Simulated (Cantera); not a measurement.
Cantera run, input and output.

```python
import numpy as np
import cantera as ct

gas = ct.Solution("gri30.yaml")
gas.TPX = 450, 49000, {'CO': 1, 'H2': 0.33, 'CH4': 1.2, 'O2': 4.44, 'N2': 28.4, 'CO2': 6.4}
inlet = ct.Reservoir(gas, clone=True)
gas.equilibrate("HP")  # start burning
reactor = ct.IdealGasConstPressureReactor(gas, energy="on", clone=False)
exhaust = ct.Reservoir(gas, clone=True)
tau = [0.37, 0.14, 0.056, 0.022, 0.0084, 0.0033, 0.0013, 0.0005, 0.00019, 7.6e-05, 3e-05, 1.2e-05, 4.5e-06][0]
for a, b in ((inlet, reactor), (reactor, exhaust)):
    ct.MassFlowController(a, b, mdot=lambda t: reactor.mass / tau)
net = ct.ReactorNet([reactor])
show = ['CO', 'H2', 'CH4', 'CH3', 'C2H4', 'CO2']

rows = []
print(f"{'tau/s':>10s}{'T/K':>9s}" + "".join(f"{s:>11s}" for s in show))
for tau in [0.37, 0.14, 0.056, 0.022, 0.0084, 0.0033, 0.0013, 0.0005, 0.00019, 7.6e-05, 3e-05, 1.2e-05, 4.5e-06]:
    net.initial_time = 0.0
    net.advance(30 * tau)
    before = gas.X
    net.advance(40 * tau)
    drift = np.max(np.abs(gas.X - before) / (gas.X + 1e-9))
    rows.append([gas.T, *gas[show].X, drift])
    print(f"{tau:10.3e}{gas.T:9.1f}" + "".join(f"{x:11.3e}" for x in gas[show].X))
```

It prints:

```
     tau/s      T/K         CO         H2        CH4        CH3       C2H4        CO2
 3.700e-01   1319.5  8.559e-04  8.684e-05  2.185e-05  1.614e-06  7.326e-09  2.082e-01
 1.400e-01   1312.4  1.615e-03  1.655e-04  4.125e-05  2.696e-06  1.157e-08  2.073e-01
 5.600e-02   1300.2  2.911e-03  3.008e-04  7.679e-05  4.398e-06  1.760e-08  2.058e-01
 2.200e-02   1277.8  5.291e-03  5.506e-04  1.544e-04  7.555e-06  3.189e-08  2.031e-01
 8.400e-03   1229.6  1.044e-02  1.110e-03  4.069e-04  1.577e-05  1.113e-07  1.970e-01
 3.300e-03    450.0  2.394e-02  7.900e-03  2.873e-02  7.794e-22 -7.469e-20  1.532e-01
 1.300e-03    450.0  2.394e-02  7.900e-03  2.873e-02  2.076e-22 -4.387e-22  1.532e-01
 5.000e-04    450.0  2.394e-02  7.900e-03  2.873e-02  5.107e-23 -2.771e-23  1.532e-01
 1.900e-04    450.0  2.394e-02  7.900e-03  2.873e-02  9.571e-24 -1.750e-24  1.532e-01
 7.600e-05    450.0  2.394e-02  7.900e-03  2.873e-02  1.695e-24 -1.106e-25  1.532e-01
 3.000e-05    450.0  2.394e-02  7.900e-03  2.873e-02  2.938e-25 -6.984e-27  1.532e-01
 1.200e-05    450.0  2.394e-02  7.900e-03  2.873e-02  5.556e-26 -4.411e-28  1.532e-01
 4.500e-06    450.0  2.394e-02  7.900e-03  2.873e-02  1.196e-26 -2.786e-29  1.532e-01
```

Detailed kinetics in Cantera: GRI-Mech 3.0 (53 species, 325 reactions).
